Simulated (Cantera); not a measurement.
## Abatement and gas-phase synthesis: S + SO2 + H2O

Feed: 1 mol S, 0.34 mol SO2, 0.086 mol H2O, equilibrated at 13300 Pa.

These are equilibrium values from Cantera (NASA tables, ideal gas, pure condensed phases), not measurements of a reactor. Candidate condensed phases: H2O, H2SO4, S; 19 gas species. Gases not in the tables: S3 to S7. Rates play no part.

From 900 K to 2300 K nothing is condensed.

```json
[
 {"T (K)": "900", "x S2": "0.517", "x SO2": "0.376", "x SO": "1.12e-5", "x H2O": "0.0701", "x H2": "0.000198", "x S": "7.61e-10", "x H2S": "0.0234", "x SH": "3.06e-6", "x S2O": "0.0139"},
 {"T (K)": "1100", "x S2": "0.522", "x SO2": "0.371", "x SO": "0.000214", "x H2O": "0.0773", "x H2": "0.00112", "x S": "1.45e-7", "x H2S": "0.0150", "x SH": "4.48e-5", "x S2O": "0.0126"},
 {"T (K)": "1300", "x S2": "0.524", "x SO2": "0.369", "x SO": "0.00165", "x H2O": "0.0789", "x H2": "0.00361", "x S": "5.56e-6", "x H2S": "0.0106", "x SH": "0.000282", "x S2O": "0.0118"},
 {"T (K)": "1500", "x S2": "0.521", "x SO2": "0.366", "x SO": "0.00732", "x H2O": "0.0763", "x H2": "0.00821", "x S": "8.05e-5", "x H2S": "0.00786", "x SH": "0.00106", "x S2O": "0.0112"},
 {"T (K)": "1700", "x S2": "0.513", "x SO2": "0.359", "x SO": "0.0226", "x H2O": "0.0703", "x H2": "0.0147", "x S": "0.000620", "x H2S": "0.00593", "x SH": "0.00283", "x S2O": "0.0106"},
 {"T (K)": "1900", "x S2": "0.495", "x SO2": "0.343", "x SO": "0.0541", "x H2O": "0.0615", "x H2": "0.0221", "x S": "0.00308", "x H2S": "0.00446", "x SH": "0.00591", "x S2O": "0.00975"},
 {"T (K)": "2100", "x S2": "0.465", "x SO2": "0.315", "x SO": "0.106", "x H2O": "0.0511", "x H2": "0.0289", "x S": "0.0111", "x H2S": "0.00328", "x SH": "0.0102", "x S2O": "0.00866"},
 {"T (K)": "2300", "x S2": "0.417", "x SO2": "0.273", "x SO": "0.175", "x H2O": "0.0399", "x H2": "0.0336", "x S": "0.0311", "x H2S": "0.00230", "x SH": "0.0151", "x S2O": "0.00726"}
]
```
x: gas mole fraction; nothing condenses.
